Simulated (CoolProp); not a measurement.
Properties of cyclopentane along the isotherm 540.2 K (Tc = 511.7 K, pc = 45.83 bar, ω = 0.202).

Values from CoolProp's reference Helmholtz-energy equation of state, Gedanitz 2015.

```json
[
 {"p (bar)": "0.0725", "phase": "gas", "cp (kJ/(kg K))": "2.322", "expansivity (1/kK)": "1.854", "fugacity coefficient": "0.9995"},
 {"p (bar)": "0.165", "phase": "gas", "cp (kJ/(kg K))": "2.323", "expansivity (1/kK)": "1.858", "fugacity coefficient": "0.9989"},
 {"p (bar)": "0.375", "phase": "gas", "cp (kJ/(kg K))": "2.324", "expansivity (1/kK)": "1.866", "fugacity coefficient": "0.9976"},
 {"p (bar)": "0.854", "phase": "gas", "cp (kJ/(kg K))": "2.326", "expansivity (1/kK)": "1.886", "fugacity coefficient": "0.9945"},
 {"p (bar)": "1.94", "phase": "gas", "cp (kJ/(kg K))": "2.332", "expansivity (1/kK)": "1.931", "fugacity coefficient": "0.9875"},
 {"p (bar)": "4.42", "phase": "gas", "cp (kJ/(kg K))": "2.345", "expansivity (1/kK)": "2.040", "fugacity coefficient": "0.9716"},
 {"p (bar)": "10.1", "phase": "gas", "cp (kJ/(kg K))": "2.382", "expansivity (1/kK)": "2.331", "fugacity coefficient": "0.9357"},
 {"p (bar)": "22.9", "phase": "gas", "cp (kJ/(kg K))": "2.503", "expansivity (1/kK)": "3.302", "fugacity coefficient": "0.8568"}
]
```
